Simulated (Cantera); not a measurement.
Feed: 1 mol NaCl, 2.6 mol H2O, 1.2 mol N2, equilibrated at 1.33 mbar.

These are equilibrium values from Cantera (NASA tables, ideal gas, pure condensed phases), not measurements of a reactor. Candidate condensed phases: H2O, NH4Cl, Na, NaCl, NaOH, NaO2, Na2O, Na2O2; 38 gas species. The numbers say what is thermodynamically allowed, not how fast it happens. All values below are at 1148 K.

Base state: H2O 0.549, N2 0.253, NaCl 0.184, Na2Cl2 0.0134, HCl 0.000341, NaOH 0.000325, H2 1.77e-5, Na 1.57e-5 (mole fractions); condensed: gas only.

Q: What changes in the equilibrium state with this change: 1.3 mol HF added?

A: 
```csv
species,before,after
H2O,0.549,0.430
HF,0,0.210
N2,0.253,0.198
Na2Cl2,0.0134,0.00823
NaCl,0.184,0.144
NaF,0,0.00374
Na2F2,0,0.000618
NaOH,0.000325,1.36e-5
```
Further candidate phases: NaF.
